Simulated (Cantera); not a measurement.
A perfectly stirred reactor is fed with CH₄ : O₂ : N₂ = 0.0085 : 0.047 : 1 (molar parts), at 3.10 bar; it is held at 1300 K, and followed from long to short residence time.

Detailed kinetics in Cantera: GRI-Mech 3.0 (53 species, 325 reactions).

Question: What does this change do: temperature 1300 to 950 K?

Answer: 
```json
[
 {"quantity": "x(CH₄) at τ = 3.90 s", "before": "2.90e-6", "after": "0.000814"},
 {"quantity": "x(O₂) at τ = 3.90 s", "before": "0.0284", "after": "0.0313"},
 {"quantity": "x(CO₂) at τ = 3.90 s", "before": "0.00803", "after": "0.00479"},
 {"quantity": "x(HCN) at τ = 3.90 s", "before": "1.77e-10", "after": "<1e-12"},
 {"quantity": "x(CH₂O) at τ = 3.90 s", "before": "1.80e-7", "after": "5.16e-5"},
 {"quantity": "x(CH₄) at τ = 20.0 ms", "before": "0.000131", "after": "0.00805"},
 {"quantity": "x(O₂) at τ = 20.0 ms", "before": "0.0293", "after": "0.0445"},
 {"quantity": "x(CO₂) at τ = 20.0 ms", "before": "0.00677", "after": "<1e-12"},
 {"quantity": "x(HCN) at τ = 20.0 ms", "before": "5.37e-10", "after": "<1e-12"},
 {"quantity": "x(CH₂O) at τ = 20.0 ms", "before": "1.03e-5", "after": "7.59e-9"}
]
```
